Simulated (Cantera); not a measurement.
Cantera run, input and output.

```python
import numpy as np
import cantera as ct

gas = ct.Solution("gri30.yaml")
gas.TPX = 1275, 13332, {'CO': 0.014, 'O2': 0.0043, 'H2O': 0.00065, 'N2': 1}
reactor = ct.IdealGasConstPressureReactor(gas, energy="off", clone=False)
net = ct.ReactorNet([reactor])
net.rtol, net.atol = 1e-08, 1e-18
show = ['CO', 'O2', 'H2O', 'OH', 'HO2']
times = np.geomspace(4e-06, 40, 13)

steps = ct.SolutionArray(gas, extra=["t"])
rows = []
print(f"{'t/s':>10s}{'T/K':>9s}{'P/Pa':>11s}" + "".join(f"{s:>11s}" for s in show))
for t in times:
    while net.time < t:
        t_next = net.step()
        steps.append(gas.state, t=t_next)
    rows.append([np.interp(t, steps.t, y) for y in (steps.T, steps.P, *steps(*show).X.T)])
    print(f"{t:10.3e}{rows[-1][0]:9.1f}{rows[-1][1]:11.4g}" + "".join(f"{x:11.3e}" for x in rows[-1][2:]))
rate = np.gradient(steps.T, steps.t)
print("integrator steps:", len(steps.t))
if steps.T.max() > steps.T[0] + 200:
    print(f"time of steepest temperature rise: {steps.t[rate.argmax()]:.4e} s")
gas.TPX = 1275, 13332, {'CO': 0.014, 'O2': 0.0043, 'H2O': 0.00065, 'N2': 1}
gas.equilibrate("TP")
print(f"equilibrium (TP): T = {gas.T:.1f} K  " + "  ".join(f"{s} {gas[s].X[0]:.3e}" for s in show))
```

It prints:

```
       t/s      T/K       P/Pa         CO         O2        H2O         OH        HO2
 4.000e-06   1275.0  1.333e+04  1.374e-02  4.220e-03  6.379e-04  3.821e-15  3.419e-15
 1.532e-05   1275.0  1.333e+04  1.374e-02  4.220e-03  6.379e-04  1.865e-14  1.308e-14
 5.871e-05   1275.0  1.333e+04  1.374e-02  4.220e-03  6.379e-04  1.259e-13  4.984e-14
 2.249e-04   1275.0  1.333e+04  1.374e-02  4.220e-03  6.379e-04  1.072e-12  1.876e-13
 8.618e-04   1275.0  1.333e+04  1.374e-02  4.220e-03  6.379e-04  8.771e-12  7.298e-13
 3.302e-03   1275.0  1.333e+04  1.374e-02  4.220e-03  6.379e-04  8.174e-11  6.372e-12
 1.265e-02   1275.0  1.333e+04  1.374e-02  4.220e-03  6.379e-04  1.542e-09  2.355e-10
 4.846e-02   1275.0  1.333e+04  1.368e-02  4.172e-03  6.323e-04  2.054e-06  7.894e-08
 1.857e-01   1275.0  1.333e+04  7.511e-03  8.688e-04  4.591e-05  2.201e-05  3.491e-08
 7.113e-01   1275.0  1.333e+04  5.257e-03  9.884e-05  2.846e-04  1.552e-05  4.600e-09
 2.725e+00   1275.0  1.333e+04  5.134e-03  2.556e-06  4.354e-04  3.073e-06  1.219e-10
 1.044e+01   1275.0  1.333e+04  5.154e-03  7.162e-08  4.650e-04  5.287e-07  3.258e-12
 4.000e+01   1275.0  1.333e+04  5.158e-03  1.400e-09  4.704e-04  7.152e-08  4.685e-14
integrator steps: 1801
equilibrium (TP): T = 1275.0 K  CO 5.153e-03  O2 1.803e-13  H2O 4.716e-04  OH 8.574e-10  HO2 1.088e-18
```

Cantera simulation using GRI-Mech 3.0 (53 species, 325 reactions); the numbers are that mechanism's predictions, not measurements.
